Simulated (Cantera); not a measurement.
A closed system holds: 1 mol Si3H8, 6.7 mol N2, at 1698 K and 0.280 bar.

Equilibrium computed with Cantera from the NASA thermochemical tables; the gas is ideal and each condensed phase is pure. Candidate condensed phases: Si, Si3N4; 18 gas species. The feed counts by its element totals alone. The numbers say what is thermodynamically allowed, not how fast it happens.

Base state: N2 0.540, H2 0.460, H 0.000185 (mole fractions); condensed: Si3N4(s).

Question: What changes in the equilibrium state with this change: 0.48 mol Cl2 added?

Answer: 
| species | before | after |
|---|---|---|
| N2 | 0.540 | 0.513 |
| H2 | 0.460 | 0.387 |
| HCl | 0 | 0.0952 |
| SiCl2 | 0 | 0.00402 |
| SiCl3 | 0 | 0.000265 |
| SiCl4 | 0 | 3.45e-5 |
| Cl | 0 | 3.25e-5 |
| Si3N4(s), mol | 1.000 | 0.987 |
The tables' values for SiCl3 are old estimates; treat these amounts as uncertain. Further candidate phases: NH4Cl.
